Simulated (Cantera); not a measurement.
Input: 1 mol Si, 1.9 mol N2O, 2.3 mol H2, held at 1348 K.

Equilibrium computed with Cantera from the NASA thermochemical tables; the gas is ideal and each condensed phase is pure. Candidate condensed phases: H2O, Si, SiO2, Si2N2O, Si3N4; 35 gas species. Mutual solubility and eutectic melting of coexisting phases are not modelled. The tables hold silica as quartz up to 1696 K and as liquid above; real silica turns to tridymite and cristobalite and melts near 1996 K. Equilibrium is a limit: real reactors are often held back by kinetics, nucleation or transport.

x: gas mole fraction; n: condensed amount in mol.

| P (Pa) | x H2 | x N2 | x SiO | x H | x H2O | x NH3 | n SiO2(β-quartz) | n Si2N2O(s) |
|---|---|---|---|---|---|---|---|---|
| 0.100 | 0.533 | 0.441 | 0.0235 | ? | 0.000287 | 2.67e-11 | 0.899 | 0 |
| 2.50 | 0.535 | 0.442 | 0.0233 | ? | 1.16e-5 | 6.69e-10 | 0.900 | 0 |
| 63 | 0.552 | 0.448 | 0.000571 | ? | 1.94e-5 | 1.78e-8 | 0.932 | 0.0326 |
| 1600 | 0.552 | 0.448 | 7.65e-6 | ? | 5.71e-5 | 4.53e-7 | 0.933 | 0.0334 |
| 40000 | 0.552 | 0.448 | 1.05e-7 | ? | 0.000167 | 1.13e-5 | 0.933 | 0.0336 |
| 1000000 | 0.551 | 0.448 | 1.43e-9 | ? | 0.000488 | 0.000282 | 0.932 | 0.0340 |

Problem. What belongs in the gaps?

Solution. 
- 0.100, x H: 0.00169
- 2.50, x H: 0.000338
- 63, x H: 6.85e-5
- 1600, x H: 1.36e-5
- 40000, x H: 2.72e-6
- 1000000, x H: 5.43e-7
